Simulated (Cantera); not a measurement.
Charge: 1 mol SrCl2, 0.068 mol HCl, 24 mol N2, at 1.00 Torr.

Equilibrium computed with Cantera from the NASA thermochemical tables; the gas is ideal and each condensed phase is pure. Candidate condensed phases: NH4Cl, Sr, SrCl2; 15 gas species. Kinetics and transport are ignored.

**Question.** Which condensed phases are stable at each of these points (T (K)): 1150, 1250, 1350, 1450, 1550, 1650, 1750, 1850, 1950, 2050, 2150?

**Answer.** 
```csv
T (K),condensed phases,Sr condensed (%)
1150,SrCl2(l),99.4
1250,SrCl2(l),92.6
1350,SrCl2(l),37.7
1450,gas only,0.0
1550,gas only,0.0
1650,gas only,0.0
1750,gas only,0.0
1850,gas only,0.0
1950,gas only,0.0
2050,gas only,0.0
2150,gas only,0.0
```

From 1150 K to 1350 K the condensed part is SrCl2(l). From 1450 K to 2150 K nothing is condensed.
